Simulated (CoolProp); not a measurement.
Properties of n-hexane at several states.

Computed with CoolProp (reference Helmholtz-energy equation of state, Thol 2019).

```tsv
T (°C)	p (MPa)	phase	density (kg/m³)	cv (kJ/(kg K))	Joule-Thomson coefficient (K/MPa)
68.45	0.449	liquid	614.2	1.923	-0.2960
14.45	0.154	liquid	664.4	1.719	-0.4135
54.35	0.0833	liquid	627.4	(withheld)	-0.3300
40.75	4.35	liquid	645.5	(withheld)	(withheld)
4.45	0.015	liquid	673.2	1.686	(withheld)
```

Question: Complete the blanks.

Answer: 
- 54.35, cv (kJ/(kg K)): 1.867
- 40.75, cv (kJ/(kg K)): 1.816
- 40.75, Joule-Thomson coefficient (K/MPa): -0.3769
- 4.45, Joule-Thomson coefficient (K/MPa): -0.4306
